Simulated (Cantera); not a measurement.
An adiabatic, constant-volume homogeneous reactor starts with CO : H2 : O2 : N2 = 1 : 0.038 : 0.775 : 2.91 (molar parts), equivalence ratio 0.67, at 1748 K and 1.00 bar. Integrator tolerance rtol = 1e-08.

Cantera simulation using GRI-Mech 3.0 (53 species, 325 reactions); the numbers are that mechanism's predictions, not measurements.

### Question
What does this change do: pressure from 1.00 bar to 7.80 bar?

### Answer
```
quantity                                                              before                                      after
---------------------------------  -----------------------------------------  -----------------------------------------
time of steepest temperature rise                                    58.8 µs                                    7.53 µs
temperature at 5.00 s                                                 2848 K                                     3023 K
equilibrium temperature                                               2848 K                                     3023 K
x(CO) at 5.00 s                        0.0792 (gas-phase equilibrium 0.0792)      0.0634 (gas-phase equilibrium 0.0634)
x(H2) at 5.00 s                    0.000354 (gas-phase equilibrium 0.000354)  0.000277 (gas-phase equilibrium 0.000277)
x(O2) at 5.00 s                        0.0782 (gas-phase equilibrium 0.0782)      0.0715 (gas-phase equilibrium 0.0715)
x(N2O) at 5.00 s                     1.37e-6 (gas-phase equilibrium 1.37e-6)    4.76e-6 (gas-phase equilibrium 4.76e-6)
x(CO2) at 5.00 s                         0.147 (gas-phase equilibrium 0.147)        0.165 (gas-phase equilibrium 0.165)
```
The hydrogen kinetics of GRI-Mech 3.0 are dated; newer H2 mechanisms differ, most at raised pressure. Above 3000 K some thermodynamic fits are extrapolated.
